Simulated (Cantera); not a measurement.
A closed system holds: 1 mol SiO2, 4.4 mol CH4, 8.6 mol H2, at 37.5 Torr.

Cantera equilibrium calculation (NASA polynomials, part measured and part estimated; ideal gas, pure solids and liquids). Candidate condensed phases: C, C6H6, C7H8, C8H18, H2O, Si, SiC, SiO2; 123 gas species. Mutual solubility and eutectic melting of coexisting phases are not modelled. The tables hold silica as quartz up to 1696 K and as liquid above; real silica turns to tridymite and cristobalite and melts near 1996 K. Rates play no part.

Q: Which condensed phases are stable at each of these points (T (°C)): 1102, 1152, 1202, 1252, 1302, 1352, 1402, 1452, 1502, 1552, 1602?

A: 
```json
[
 {"T (°C)": "1102", "condensed phases": "C(graphite) + SiC(s) + SiO2(β-quartz)", "Si condensed (%)": "99.9"},
 {"T (°C)": "1152", "condensed phases": "C(graphite) + SiC(s)", "Si condensed (%)": "99.7"},
 {"T (°C)": "1202", "condensed phases": "C(graphite) + SiC(s)", "Si condensed (%)": "99.6"},
 {"T (°C)": "1252", "condensed phases": "C(graphite) + SiC(s)", "Si condensed (%)": "99.6"},
 {"T (°C)": "1302", "condensed phases": "C(graphite) + SiC(s)", "Si condensed (%)": "99.5"},
 {"T (°C)": "1352", "condensed phases": "C(graphite) + SiC(s)", "Si condensed (%)": "99.4"},
 {"T (°C)": "1402", "condensed phases": "C(graphite) + SiC(s)", "Si condensed (%)": "99.2"},
 {"T (°C)": "1452", "condensed phases": "C(graphite) + SiC(s)", "Si condensed (%)": "99.1"},
 {"T (°C)": "1502", "condensed phases": "C(graphite) + SiC(s)", "Si condensed (%)": "99.0"},
 {"T (°C)": "1552", "condensed phases": "C(graphite) + SiC(s)", "Si condensed (%)": "98.8"},
 {"T (°C)": "1602", "condensed phases": "C(graphite) + SiC(s)", "Si condensed (%)": "98.6"}
]
```

At 1102 °C the condensed part is C(graphite) + SiC(s) + SiO2(β-quartz). From 1152 °C to 1602 °C the condensed part is C(graphite) + SiC(s).
